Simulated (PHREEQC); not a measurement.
Solution (25 °C): 0.0073 mol/kgw CsCl and 0.00016 mol/kgw NaBF4. Closed to the air; pH follows from the charge balance.

Model: ion-association model, wateq4f.dat, run in PHREEQC.

This is a speciation only: nothing precipitates in the calculation.

Task: Order these F species by the share of F that they hold, largest first: F-, HF, BF2(OH)2-.

Result: F- (72 %), HF (27 %), BF2(OH)2- (0.12 %)

The pH is 3.55 and the ionic strength 0.00776 mol/kgw. Complexes and solids missing from the database can't appear. Real BF4- forms and hydrolyses slowly; the run takes it at equilibrium.
